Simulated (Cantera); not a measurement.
## Thermodynamics of boron, boron nitride and boron oxide, feed B₂H₆ + O₂ + H₂

Input: 1 mol B₂H₆, 2.6 mol O₂, 19 mol H₂, at 2148 K.

Cantera equilibrium calculation (NASA polynomials, part measured and part estimated; ideal gas, pure solids and liquids). Candidate condensed phases: B, B₂O₃, B₃O₃H₃, H₂O; 23 gas species. The feed counts by its element totals alone. Rates play no part.

From 10.0 Pa to 100000 Pa nothing is condensed. The main B-bearing gas is HBO₂ throughout.

```tsv
P (Pa)	x H₂	x H	x H₂O	x HBO₂	x BO	x B₂O₃
10	0.551	0.309	0.0639	0.0385	0.0212	0.00301
28	0.655	0.202	0.0673	0.0466	0.0159	0.00419
77	0.727	0.128	0.0683	0.0525	0.0112	0.00524
220	0.775	0.0782	0.0684	0.0567	0.00738	0.00611
600	0.805	0.0483	0.0682	0.0593	0.00478	0.00671
1700	0.824	0.0290	0.0680	0.0611	0.00297	0.00713
4600	0.836	0.0178	0.0678	0.0621	0.00185	0.00740
13000	0.843	0.0106	0.0677	0.0628	0.00112	0.00757
36000	0.847	0.00639	0.0676	0.0632	0.000680	0.00767
100000	0.850	0.00384	0.0676	0.0634	0.000410	0.00774
```
x: gas mole fraction; nothing condenses.
